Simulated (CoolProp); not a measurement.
Vapour-liquid equilibrium of n-hexane (1) + o-xylene (2) at 295 kPa; x and y are mole fractions of (1).

Computed with CoolProp (multi-fluid Helmholtz-energy mixture model, Thol 2019 and Zhou 2012; pair parameters Bell 2016).

Give the bubble temperature and the first vapour's composition at x = 0.2, 0.35, 0.8. Is there an azeotrope?

x = 0.2: 157.4 °C, y = 0.589; x = 0.35: 141.9 °C, y = 0.765; x = 0.8: 115.2 °C, y = 0.960. No azeotrope shows between x = 0.05 and 0.95.

The pair parameters rest on a limited set of measurements; away from them the model extrapolates.
